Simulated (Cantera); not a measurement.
Input: 1 mol Si, a varied amount of Cl₂, 38 mol H₂, held at 1073.15 K and 13.3 mbar.

Method: chemical equilibrium by Gibbs-energy minimisation in Cantera with the NASA 1993 tables (ideal gas, pure condensed phases). Candidate condensed phases: Si; 19 gas species. Equilibrium is a limit: real reactors are often held back by kinetics, nucleation or transport.

Q: Which condensed phases are stable at each of these points (n(Cl₂) (mol)): 1.1, 1.3, 1.5, 1.8, 2.1, 2.5, 3, 3.5, 4.2, 5?

A: 
```
n(Cl₂) (mol)  condensed phases  Si condensed (%)
------------  ----------------  ----------------
1.1                      Si(s)              66.8
1.3                      Si(s)              57.8
1.5                      Si(s)              48.6
1.8                      Si(s)              34.4
2.1                      Si(s)              19.9
2.5                      Si(s)               0.4
3                     gas only               0.0
3.5                   gas only               0.0
4.2                   gas only               0.0
5                     gas only               0.0
```

From 1.1 mol Cl₂ to 2.5 mol Cl₂ the condensed part is Si(s). From 3 mol Cl₂ to 5 mol Cl₂ nothing is condensed.
